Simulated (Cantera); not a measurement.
A freely propagating, adiabatic, planar premixed flame of 2.79 % CH4, 0.220 % C2H6, 2.01 % C3H8, 20.0 % O2, 75.0 % N2, unburnt at 550 K and 10.0 bar; unity-Lewis-number transport, grid criteria slope 0.08 and curve 0.16, no radiation.

Computed with Cantera and GRI-Mech 3.0 (53 species, 325 reactions). GRI-Mech 3.0 was tuned for natural gas; its chemistry of propane as a main component is partial and can be far from experiment. Unity Lewis numbers drop preferential diffusion, which matters most where H2 and H carry the flame. Burning velocities carry a grid error of a few per cent, more on coarse grids.

**Question.** Predict: laminar burning velocity; thermal thickness; peak x(C2H).

**Answer.** 
```json
{
  "laminar_burning_velocity": "44.5 cm/s",
  "thermal_thickness": "0.0590 mm",
  "peak x(C2H)": "6.05e-7"
}
```
